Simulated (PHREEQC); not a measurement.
Dissolve 2.9 mmol/kgw KH2PO4, 110 mmol/kgw HCl and 78 mmol/kgw ZnSO4 at 45 °C. Closed to the air; pH follows from the charge balance.

Computed with PHREEQC (ion-association model, wateq4f.dat).

```
quantity                    before     after
------------------------  --------  --------
pH                            1.30      1.06
ionic strength (mol/kgw)     0.246     0.110
Cl- (mol/kgw)               0.0997     0.110
K+ (mol/kgw)               0.00280   0.00290
H3PO4 (mol/kgw)            0.00250   0.00268
H2PO4- (mol/kgw)          0.000397  0.000220
```

Which change was made?
A) KH2PO4 from 0.0029 to 0.0058 mol/kgw
B) ZnSO4 from 0.078 to 0.0702 mol/kgw
C) ZnSO4 left out
D) 0.0067 mol/kgw CsOH added
E) temperature from 45 to 90 °C

C, ZnSO4 left out

This is a speciation only: nothing precipitates in the calculation. H3PO4, which wateq4f.dat lacks, is added to it with the constant of phreeqc.dat. Away from 25 °C the constants follow the database's enthalpies or fits; those with neither stay at their 25 °C values. The database has no phosphate complexes of Zn.
